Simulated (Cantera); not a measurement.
A perfectly stirred reactor is fed with 5.26 % C2H6, 94.7 % H2, at 14.3 Torr; it is held at 1800 K, and followed from long to short residence time.

Cantera simulation using GRI-Mech 3.0 (53 species, 325 reactions); the numbers are that mechanism's predictions, not measurements. GRI-Mech 3.0 stops at C3 and has no aromatics, soot or wall deposition, so with more carbon than oxygen in the feed, carbon stays in small species such as C2H2 where larger ones or solid carbon would form. Radical loss at walls, strong at low pressure, is not modelled.

### Question
Predict: x(C2H6) at τ = 1.80 s; x(H2) at τ = 1.80 s; x(CH2) at τ = 1.80 s; x(C2H4) at τ = 1.80 s; x(CH3) at τ = 1.80 s; x(C2H6) at τ = 0.120 s; x(H2) at τ = 0.120 s; x(CH2) at τ = 0.120 s; x(C2H4) at τ = 0.120 s; x(CH3) at τ = 0.120 s.

### Answer
```
Property                  Result
----------------------  --------
x(C2H6) at τ = 1.80 s    3.02e-6
x(H2) at τ = 1.80 s        0.945
x(CH2) at τ = 1.80 s     1.33e-6
x(C2H4) at τ = 1.80 s    3.98e-5
x(CH3) at τ = 1.80 s    0.000471
x(C2H6) at τ = 0.120 s   3.97e-5
x(H2) at τ = 0.120 s       0.935
x(CH2) at τ = 0.120 s    4.34e-6
x(C2H4) at τ = 0.120 s  0.000242
x(CH3) at τ = 0.120 s    0.00160
```
